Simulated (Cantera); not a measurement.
Mixture: H2 : O2 : N2 = 1 : 1.11 : 4.18 (molar parts), at 5.00 bar, adiabatic and at constant volume. Ignition delay is the time to a rise of 400 K.

Computed with Cantera and GRI-Mech 3.0 (53 species, 325 reactions). The hydrogen kinetics of GRI-Mech 3.0 are dated; newer H2 mechanisms differ, most at raised pressure. Where the delays flatten at high temperature, the 400 K rule measures the pace of heat release, not the induction time.

Problem. Predict: delay at 1000 K; delay at 1200 K; delay at 1400 K; delay at 1600 K; delay at 1800 K.

Solution. 
- delay at 1000 K: 14.6 ms
- delay at 1200 K: 16.3 µs
- delay at 1400 K: 4.38 µs
- delay at 1600 K: 2.42 µs
- delay at 1800 K: 1.83 µs
